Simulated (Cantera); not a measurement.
An adiabatic, constant-volume homogeneous reactor starts with H2 : O2 : N2 : NO = 1 : 1.06 : 4 : 0.026 (molar parts), at 1800 K and 5.00 bar.

Computed with Cantera and GRI-Mech 3.0 (53 species, 325 reactions). The hydrogen kinetics of GRI-Mech 3.0 are dated; newer H2 mechanisms differ, most at raised pressure.

One state of this run: T (K) = 2873; P (bar) = 7.43; x H2 = 0.00577; x O2 = 0.0828; x NO = 0.0240; x H2O = 0.157; x H2O2 = 1.75e-6; x N2 = 0.696; x NO2 = 2.61e-5. x: mole fraction; the columns are a selection and need not sum to one.

**Question.** Which value of t (s) does it belong to?
A) 0.278
B) 0.000239
C) 2.27e-5
D) 7.00e-6

**Answer.** A, 0.278
